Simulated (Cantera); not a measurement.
A diamond (100) surface in a fixed gas of H2 with x(CH4) = 0.003, x(CH3) = 1.3e-05, at 900 K, 0.0590 bar; coverages are run to steady state.

Computed with Cantera and the Harris–Goodwin 1993 mechanism for the reconstructed diamond (100) surface.

One state of this run: growth (µm/h) = 0.204; θ c6HH = 0.657; θ c6H* = 0.00972; θ c6*H = 0.272; θ c6** = 0.00350; θ c6HM = 0.0466. θ: site fractions in the mechanism's names (c6HH fully hydrogenated, c6H* and c6*H radical sites, c6** diradical, c6HM methylated).

Question: Which value of x(H) does it belong to?
A) 0.012
B) 0.00079
C) 0.0016
D) 0.0002

Answer: D, 0.0002
